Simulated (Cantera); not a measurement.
Charge: 1 mol SiH4, 2.6 mol N2O, held at 5.10 Pa.

Cantera equilibrium calculation (NASA polynomials, part measured and part estimated; ideal gas, pure solids and liquids). Candidate condensed phases: H2O, Si, SiO2, Si2N2O, Si3N4; 35 gas species. The tables hold silica as quartz up to 1696 K and as liquid above; real silica turns to tridymite and cristobalite and melts near 1996 K. Equilibrium is a limit: real reactors are often held back by kinetics, nucleation or transport.

Q: Which condensed phases are stable at each of these points (T (K)): 1198, 1273, 1348, 1423, 1498, 1573, 1648, 1723, 1798, 1873, 1948, 2023, 2098, 2173?

A: 
```csv
T (K),condensed phases,Si condensed (%)
1198,SiO2(β-quartz),100.0
1273,SiO2(β-quartz),100.0
1348,SiO2(β-quartz),100.0
1423,SiO2(β-quartz),100.0
1498,SiO2(β-quartz),100.0
1573,SiO2(β-quartz),99.7
1648,SiO2(β-quartz),98.3
1723,SiO2(condensed),92.0
1798,SiO2(condensed),74.0
1873,SiO2(condensed),41.6
1948,gas only,0.0
2023,gas only,0.0
2098,gas only,0.0
2173,gas only,0.0
```

From 1198 K to 1648 K the condensed part is SiO2(β-quartz). From 1723 K to 1873 K the condensed part is SiO2(condensed). From 1948 K to 2173 K nothing is condensed.
